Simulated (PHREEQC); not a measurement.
0.097 g of hydrous ferric oxide (600 m²/g; 0.2 weak and 0.005 strong sites per Fe, Dzombak-Morel constants, diffuse double layer) in 1 kg of water with 0.1 mol/kgw of an inert sodium salt and 1e-06 mol/kgw BaCl2 and 2.3e-07 mol/kgw MgCl2, at 25 °C; the pH is set by adding NaOH or the inert anion's acid. Oxygen is held at 0.21 atm. No CO2 enters from the air. No solid was allowed to form.

Base run: PHREEQC, ion-association model, wateq4f.dat. Each further column changes one thing. The table gives Ba sorbed (%).

```
pH   base  no electrostatic term (-no_edl)  background salt from 0.1 to 0.01 mol/kgw  oxide from 0.097 to 0.48 g/kgw  7.8e-05 mol/kgw SrCl2 added
---  ----  -------------------------------  ----------------------------------------  ------------------------------  ---------------------------
4     0.0                              0.0                                       0.0                             0.0                          0.0
5     0.0                              0.3                                       0.0                             0.0                          0.0
5.5   0.0                              0.9                                       0.0                             0.0                          0.0
6.5   0.1                              7.5                                       0.1                             0.7                          0.1
7.5   4.3                             25.4                                       5.5                            18.3                          3.4
8.5  62.6                             28.2                                      77.7                            90.3                         14.8
9    90.5                             20.7                                      96.5                            98.3                         17.9
10   99.6                              4.8                                      99.9                            99.9                         39.8
```
